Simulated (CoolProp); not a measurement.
Model: reference Helmholtz-energy equation of state, Lemmon 2006, in CoolProp. It is a short technical equation, of lower accuracy than the large ones.

**Question.** For CH3F (R41), give the phase and the cv (kJ/(kg K)), fugacity coefficient at 269 K and 569 kPa; 280.1 K and 569 kPa; 324.7 K and 569 kPa.

**Answer.** 
- 269 K and 569 kPa: gas; cv 0.902, fugacity coefficient 0.935
- 280.1 K and 569 kPa: gas; cv 0.896, fugacity coefficient 0.943
- 324.7 K and 569 kPa: gas; cv 0.929, fugacity coefficient 0.965
